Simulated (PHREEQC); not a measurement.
0.05 mol of Gypsum (CaSO4:2H2O) is brought to equilibrium with 1 kg of water holding 0.03 mol/kgw NaCl, at 25 °C, the pH being set by adding NaOH or HCl. O2 is buffered at 0.21 atm. The system is closed to CO2. Only these solids could form: Gypsum, Portlandite, Mirabilite.

Model: ion-association model, wateq4f.dat, run in PHREEQC.

| pH | dissolved Ca (mol/kgw) | dissolved S (mol/kgw) | HSO4- (mol/kgw) |
|---|---|---|---|
| 2 | 0.0223 | 0.0223 | 0.00511 |
| 2.4 | 0.0198 | 0.0198 | 0.00222 |
| 2.8 | 0.0188 | 0.0188 | (withheld) |
| 3.2 | 0.0184 | 0.0184 | 0.000375 |
| 3.6 | 0.0182 | 0.0182 | 0.000150 |
| 4 | 0.0181 | 0.0181 | 6.00e-5 |
| 4.4 | 0.0181 | 0.0181 | (withheld) |
| 4.8 | 0.0181 | 0.0181 | 9.53e-6 |
| 5.2 | 0.0181 | 0.0181 | (withheld) |
| 5.6 | 0.0181 | 0.0181 | 1.51e-6 |
| 6 | 0.0181 | 0.0181 | 6.02e-7 |
| 6.4 | 0.0181 | 0.0181 | 2.40e-7 |
| 6.8 | 0.0181 | 0.0181 | 9.54e-8 |
| 7.2 | 0.0181 | 0.0181 | (withheld) |
| 7.6 | 0.0181 | 0.0181 | 1.51e-8 |
| 8 | 0.0181 | 0.0181 | 6.02e-9 |
| 8.4 | 0.0181 | 0.0181 | (withheld) |
| 8.8 | 0.0181 | 0.0181 | (withheld) |
| 9.2 | 0.0181 | 0.0181 | 3.80e-10 |
| 9.6 | 0.0181 | 0.0181 | 1.51e-10 |
| 10 | 0.0181 | 0.0181 | 6.02e-11 |

**Question.** Complete the blanks.

**Answer.** 
- 2.8, HSO4- (mol/kgw): 0.000924
- 4.4, HSO4- (mol/kgw): 2.39e-5
- 5.2, HSO4- (mol/kgw): 3.80e-6
- 7.2, HSO4- (mol/kgw): 3.80e-8
- 8.4, HSO4- (mol/kgw): 2.40e-9
- 8.8, HSO4- (mol/kgw): 9.54e-10
